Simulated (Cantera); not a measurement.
Feed: 1 mol Si2H6, 0.31 mol NO, 120 mol N2, equilibrated at 730 Pa.

Cantera equilibrium calculation (NASA polynomials, part measured and part estimated; ideal gas, pure solids and liquids). Candidate condensed phases: H2O, Si, SiO2, Si2N2O, Si3N4; 35 gas species. The feed counts by its element totals alone. Mutual solubility and eutectic melting of coexisting phases are not modelled. The numbers say what is thermodynamically allowed, not how fast it happens.

**Question.** Which condensed phases are stable at each of these points (T (K)): 775, 925, 1075, 1225, 1375, 1525, 1675?

**Answer.** 
```
T (K)      condensed phases  Si condensed (%)
-----  --------------------  ----------------
775    Si2N2O(s) + Si3N4(s)             100.0
925    Si2N2O(s) + Si3N4(s)             100.0
1075   Si2N2O(s) + Si3N4(s)             100.0
1225   Si2N2O(s) + Si3N4(s)             100.0
1375   Si2N2O(s) + Si3N4(s)             100.0
1525   Si2N2O(s) + Si3N4(s)              99.7
1675               Si3N4(s)              84.4
```

From 775 K to 1525 K the condensed part is Si2N2O(s) + Si3N4(s). At 1675 K the condensed part is Si3N4(s).
